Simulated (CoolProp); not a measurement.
A closed Brayton cycle with carbon dioxide: compressor inlet 325.15 K and 8.8 MPa, high pressure 17.1 MPa, turbine inlet 620 K, compressor efficiency 0.89, turbine efficiency 0.85, recuperator effectiveness 0.95 (on enthalpy, no pinch check). Each further row changes one setting.

Computed with CoolProp (reference Helmholtz-energy equation of state, Span 1996).

| case | thermal efficiency (%) | net work (kJ/kg) | compressor to turbine work | compressor exit (K) | turbine exit (K) |
|---|---|---|---|---|---|
| as stated | 23.2 | 31.6 | 0.48 | 377.1 | 554.5 |
| turbine inlet 570 K | (withheld) | (withheld) | 0.53 | 377.1 | 506.8 |
| compressor inlet 335.15 K | (withheld) | 27.1 | (withheld) | 391.8 | 554.5 |
| high pressure 14.5 MPa | 22.5 | (withheld) | (withheld) | (withheld) | 570.6 |
| recuperator effectiveness 0.5 | 13.7 | 31.6 | 0.48 | 377.1 | 554.5 |

### Question
Complete the blanks.

### Answer

- turbine inlet 570 K, thermal efficiency (%): 19.9
- turbine inlet 570 K, net work (kJ/kg): 25.3
- compressor inlet 335.15 K, thermal efficiency (%): 21.7
- compressor inlet 335.15 K, compressor to turbine work: 0.55
- high pressure 14.5 MPa, net work (kJ/kg): 25.4
- high pressure 14.5 MPa, compressor to turbine work: 0.45
- high pressure 14.5 MPa, compressor exit (K): 364.0
